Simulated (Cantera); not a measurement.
Feed: 1 mol Cu₂O, 1.5 mol CH₄, 0.7 mol H₂, equilibrated at 1302 °C and 1000 Pa.

Cantera equilibrium calculation (NASA polynomials, part measured and part estimated; ideal gas, pure solids and liquids). Candidate condensed phases: C, C₆H₆, C₇H₈, C₈H₁₈, Cu, CuO, Cu(OH)₂, Cu₂O, H₂O; 113 gas species. The numbers say what is thermodynamically allowed, not how fast it happens.

Base state: H₂ 0.785, CO 0.212, Cu 0.00273, H 0.000368, C₂H₂ (acetylene) 1.66e-5, CH₄ 1.12e-5 (mole fractions); condensed: C(graphite) + Cu(l).

What changes in the equilibrium state with this change: pressure from 1000 Pa to 15.0 Pa?


| species | before | after |
|---|---|---|
| H₂ | 0.785 | 0.641 |
| Cu | 0.00273 | 0.182 |
| CO | 0.212 | 0.174 |
| CH₄ | 1.12e-5 | 1.12e-7 |
| Cu₂ | 1.70e-6 | 0.000113 |
| C(graphite), mol | 0.500 | 0.500 |
| Cu(l), mol | 1.99 | 0.949 |
